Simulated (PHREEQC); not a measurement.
2.7 g of hydrous ferric oxide (600 m²/g; 0.2 weak and 0.005 strong sites per Fe, Dzombak-Morel constants, diffuse double layer) in 1 kg of water with 0.01 mol/kgw of an inert sodium salt and 0.013 mmol/kgw Na2SeO3, at 25 °C; the pH is set by adding NaOH or the inert anion's acid. No oxygen is let in. No CO2 enters from the air. Nothing may precipitate in this run.

The series has 17 steps of pH, from 4 to 10.

All values are PHREEQC results (ion-association model, wateq4f.dat), not measurements.

Question: Near which pH is half of the Se sorbed, and on which side is more sorbed?

Answer: Near pH 9.6, with more sorbed at lower pH.

Species that the database lacks are ignored. The database's selenite sorption wasn't checked against measurements; a fall in acid may be a fault of its surface constants.
